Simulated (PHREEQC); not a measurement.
1 kg of water holding 26 mmol/kgw NaCl, 7.8 mmol/kgw Na2SO4 and 4.2 mmol/kgw MgSO4 is evaporated at 25 °C; the solids stay in contact with the brine. CO2 from the air is kept out. The run lets Bischofite, Bloedite, Brucite, Epsomite, Halite, Hexahydrite, Kieserite, Mirabilite, Thenardite, MgCl2_4H2O precipitate or redissolve, and no other solid.

Equilibrium calculation in PHREEQC: Pitzer model, pitzer.dat.

```tsv
water left (kg)	ionic strength	water activity	Thenardite (mol)	Cl in solution (mol/kgw)	Mg in solution (mol/kgw)	Na in solution (mol/kgw)
1	0.0662	0.999	0	0.0260	0.00420	0.0416
0.6755	0.0980	0.998	0	0.0385	0.00622	0.0616
0.4563	0.145	…	0	0.0570	0.00920	0.0912
0.2533	0.261	…	0	0.103	0.0166	0.164
0.1711	0.387	0.993	0	0.152	0.0245	0.243
0.1156	0.573	…	0	0.225	0.0363	0.360
0.06418	1.03	…	0	0.405	0.0654	0.648
0.04335	1.53	0.972	0	0.600	0.0969	0.960
0.0293	2.26	…	0	0.887	0.143	1.42
0.01979	3.35	…	0	1.31	0.212	2.10
0.01337	4.95	…	0	1.94	0.314	3.11
0.007426	8.91	…	0	3.50	0.566	5.60
0.005012	9.05	0.735	0.00694	5.19	0.838	5.53
```

What belongs in the gaps?


- 0.4563, water activity: 0.997
- 0.2533, water activity: 0.995
- 0.1156, water activity: 0.989
- 0.06418, water activity: 0.981
- 0.0293, water activity: 0.958
- 0.01979, water activity: 0.935
- 0.01337, water activity: 0.899
- 0.007426, water activity: 0.791

Species that the database lacks are ignored.
